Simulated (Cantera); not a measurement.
# SiH₄ + CH₄ + H₂ (silicon carbide growth)

Feed: 1 mol SiH₄, 0.55 mol CH₄, 92 mol H₂, at 0.00133 bar.

Equilibrium computed with Cantera from the NASA thermochemical tables; the gas is ideal and each condensed phase is pure. Candidate condensed phases: C, C₆H₆, C₇H₈, C₈H₁₈, Si, SiC; 87 gas species. Mutual solubility and eutectic melting of coexisting phases are not modelled. Gases not in the tables: Si₂H₆ and higher silanes. The numbers say what is thermodynamically allowed, not how fast it happens.

From 1148 K to 1548 K the condensed part is Si(s) + SiC(s). At 1748 K the condensed part is Si(l) + SiC(s). At 1948 K the condensed part is SiC(s). At 2148 K the condensed part is C(graphite). From 2348 K to 2548 K nothing is condensed.

```tsv
T (K)	log p H₂	log p H	log p Si	log p C₂H₂ (acetylene)	n Si(s)	n SiC(s)	n Si(l)	n C(graphite)
1148	-2.88	-8.58	-12.74	<-14	0.450	0.550	0	0
1348	-2.88	-7.07	-9.73	-13.64	0.450	0.550	0	0
1548	-2.88	-5.95	-7.50	-11.80	0.447	0.550	0	0
1748	-2.88	-5.08	-5.84	-10.27	0	0.549	0.336	0
1948	-2.89	-4.39	-5.23	-7.66	0	0.537	0	0
2148	-2.93	-3.85	-4.94	-5.65	0	0	0	0.0450
2348	-3.03	-3.42	-4.96	-5.63	0	0	0	0
2548	-3.24	-3.13	-5.03	-5.77	0	0	0	0
```
log p: log10 of the partial pressure in bar; n: condensed amount in mol.
